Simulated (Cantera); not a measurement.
A closed system holds: 1 mol SiC, a varied amount of O2, 13 mol H2, equilibrated at 2150 K and 3.10 bar.

Cantera equilibrium calculation (NASA polynomials, part measured and part estimated; ideal gas, pure solids and liquids). Candidate condensed phases: C, C6H6, C7H8, C8H18, H2O, Si, SiC, SiO2; 123 gas species. Gases not in the tables: Si2H6 and higher silanes. Kinetics and transport are ignored.

x: gas mole fraction; n: condensed amount in mol.

```csv
n(O2) (mol),x H2,x CO,x SiO,x H,x SiH2,n SiC(s)
0.044,0.990,0.00342,0.00329,0.00238,0.000184,0.953
0.077,0.985,0.00591,0.00577,0.00238,0.000185,0.920
0.11,0.981,___,___,0.00237,0.000185,0.887
0.14,0.976,___,___,0.00237,0.000184,0.857
0.18,0.970,0.0135,0.0134,0.00236,0.000183,0.817
0.21,0.966,0.0157,0.0155,0.00235,0.000183,0.787
0.24,0.962,0.0178,0.0177,0.00235,0.000182,0.757
0.27,0.957,0.0200,0.0198,0.00234,0.000181,0.727
0.31,0.952,0.0228,0.0226,0.00234,0.000180,0.687
0.34,0.948,0.0249,0.0247,0.00233,0.000179,0.657
```

### Question
Complete the blanks.

### Answer

- 0.11, x CO: 0.00838
- 0.11, x SiO: 0.00823
- 0.14, x CO: 0.0106
- 0.14, x SiO: 0.0104
